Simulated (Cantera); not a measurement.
A Cantera script and what it prints.

```python
import numpy as np
import cantera as ct

gas_names = """
    H HO2 H2 H2O H2O2 H2S H2SO4 O OH O2 O3 S SH SO SO2 SO3 S2 S2O S8
""".split()
cond_names = """
    H2O(s) H2O(L) H2SO4(L) S(cr1) S(cr2) S(L)
""".split()


# ... load() reads the species with a 1 bar reference pressure and builds the phases ...
atoms = {
    'SO2': {'S': 1, 'O': 2},
    'H2': {'H': 2},
    'H2O': {'H': 2, 'O': 1},
}
top_T = {}  # K; cautious upper limits of use, not melting points


# ... equilibrate(T, P, feed) seeds the gas with the atoms and calls Mixture.equilibrate('TP', solver="vcs", rtol=1e-11, max_steps=5000) ...
results = []
feed = {'SO2': 1, 'H2': 0.048, 'H2O': 2.5}  # mol
T = 1700  # K
for P in [10, 120, 1400, 17000, 210000, 2500000, 30000000]:
    mix = equilibrate(T, P, feed)
    results.append((T, P, feed, dict(zip(mix.species_names, mix.species_moles))))

top = {s: max(r[3][s] / sum(r[3][g] for g in gas_names) for r in results) for s in gas_names}
cols = sorted((s for s in top if top[s] > 0.0001), key=lambda s: -top[s])[:8]
seen = [c for c in cond_names if any(r[3].get(c, 0) > 1e-12 for r in results)]
print("log10 of partial pressures in bar; condensed amounts in mol")
print(f"{'P/Pa':>10s}" + "".join(f"{s[:9]:>10s}" for s in cols + seen))
for T, P, feed, n in results:
    ng = sum(n[g] for g in gas_names)
    print(f"{P:10.4g}" + "".join(f"{np.log10(max(n[s] / ng * P / 1e5, 1e-99)):10.3f}" for s in cols)
          + "".join(f"{n.get(c, 0):10.4g}" for c in seen))
```

Result:

```
log10 of partial pressures in bar; condensed amounts in mol
      P/Pa       H2O       SO2        H2        O2        OH        SO       H2S         H
        10    -4.162    -4.557    -5.682    -6.354    -6.439    -6.599   -10.994    -6.673
       120    -3.074    -3.474    -4.776    -5.991    -5.805    -5.697    -9.368    -6.220
      1400    -2.006    -2.406    -3.762    -5.880    -5.243    -4.684    -7.397    -5.713
   1.7e+04    -0.921    -1.322    -2.692    -5.850    -4.693    -3.615    -5.273    -5.178
   2.1e+05     0.172    -0.231    -1.649    -5.753    -4.122    -2.572    -3.235    -4.656
   2.5e+06     1.250     0.844    -0.732    -5.430    -3.503    -1.659    -1.566    -4.198
     3e+07     2.331     1.922     0.089    -4.909    -2.832    -0.841    -0.189    -3.787
```

Method: chemical equilibrium by Gibbs-energy minimisation in Cantera with the NASA 1993 tables (ideal gas, pure condensed phases). The ideal-gas law is rough above about 30 bar.
